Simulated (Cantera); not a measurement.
## Equilibrium for nitride etching: AlN + NF₃ + H₂

A closed system holds: 1 mol AlN, 8.6 mol NF₃, 57 mol H₂, held at 133 Pa.

Method: chemical equilibrium by Gibbs-energy minimisation in Cantera with the NASA 1993 tables (ideal gas, pure condensed phases). Candidate condensed phases: Al, AlF₃, AlN; 29 gas species. The tables' values for AlF₂ are old estimates; treat these amounts as uncertain. The numbers say what is thermodynamically allowed, not how fast it happens.

| T (K) | log p H₂ | log p HF | log p N₂ | log p H | log p AlF₃ | log p AlF |
|---|---|---|---|---|---|---|
| 1175 | -3.09 | -3.39 | -4.06 | -8.45 | -4.75 | -10.91 |
| 1250 | -3.09 | -3.39 | -4.06 | -7.86 | -4.75 | -9.87 |
| 1325 | -3.09 | -3.39 | -4.06 | -7.33 | -4.75 | -8.95 |
| 1400 | -3.09 | -3.39 | -4.06 | -6.86 | -4.75 | -8.14 |
| 1475 | -3.09 | -3.39 | -4.06 | -6.43 | -4.75 | -7.41 |
| 1550 | -3.09 | -3.39 | -4.06 | -6.05 | -4.76 | -6.76 |
| 1625 | -3.09 | -3.39 | -4.06 | -5.70 | -4.79 | -6.19 |
| 1700 | -3.09 | -3.38 | -4.07 | -5.38 | -4.85 | -5.72 |
| 1775 | -3.10 | -3.38 | -4.07 | -5.09 | -4.97 | -5.36 |
| 1850 | -3.10 | -3.37 | -4.07 | -4.82 | -5.17 | -5.11 |
| 1925 | -3.11 | -3.37 | -4.07 | -4.57 | -5.43 | -4.97 |
log p: log10 of the partial pressure in bar; nothing condenses.

From 1175 K to 1925 K nothing is condensed. The main Al-bearing gas is AlF₃ at 1175 K and AlF at 1925 K.
